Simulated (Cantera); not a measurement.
Gas mixture: CO2 : N2O = 0.17 : 0.51 (molar parts), at 0.000100 bar, frozen composition.

Cantera's kinetic-theory transport with the Lennard-Jones parameters of GRI-Mech 3.0, ideal gas; thermal conductivity in the mixture-averaged form. The composition is frozen, though it would react at the higher temperatures.

One state of this run: ρ (kg/m³) = 6.62e-5; cp (J/kg/K) = 1186; μ (µPa s) = 34.2; λ (mW/m/K) = 55.1; Pr = 0.737; D (cm²/s) CO2 = 6830; D (cm²/s) CH3 = 10100; D (cm²/s) NH3 = 10500. D: mixture-averaged diffusion coefficient of that species in the mixture.

Problem. Which value of T (K) does it belong to?
A. 1200
B. 1000
C. 800
D. 1800

Solution. C, 800
